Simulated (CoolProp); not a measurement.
Saturated liquid density (kg/m³) of dimethyl carbonate: the reference equation beside estimates from Tc = 283.9 °C, pc = 49.09 bar, ω = 0.346. Rackett uses Z = 0.29056 − 0.08775 ω.

Computed with CoolProp (reference Helmholtz-energy equation of state, Zhou 2011).

| T (°C) | reference | Rackett | van der Waals | Soave-Redlich-Kwong |
|---|---|---|---|---|
| 24.35 | 1064 | 1083 | 613.8 | 941.5 |
| 32.25 | 1054 | 1073 | 608.5 | 934.0 |
| 40.05 | 1043 | 1063 | 603.3 | 926.3 |
| 47.85 | 1033 | 1052 | 597.9 | 918.4 |
| 55.75 | 1022 | 1041 | 592.3 | 910.0 |
| 63.55 | 1011 | 1031 | 586.7 | 901.5 |
| 71.35 | 1000 | 1020 | 581.0 | 892.8 |
| 79.25 | 989.4 | 1009 | 575.1 | 883.5 |
| 87.05 | 978.4 | 997.6 | 569.1 | 874.1 |
| 94.85 | 967.2 | 986.2 | 563.0 | 864.3 |
| 102.75 | 955.7 | 974.4 | 556.6 | 854.0 |
| 110.55 | 944.2 | 962.6 | 550.2 | 843.4 |
| 118.35 | 932.6 | 950.5 | 543.6 | 832.4 |
| 126.25 | 920.5 | 938.1 | 536.7 | 820.8 |
| 134.05 | 908.4 | 925.5 | 529.8 | 808.9 |

Absolute difference from the reference over all 15 rows, mean and median: Rackett 1.9 and 1.9 %, van der Waals 41.9 and 41.9 %, Soave-Redlich-Kwong 10.9 and 10.8 %.
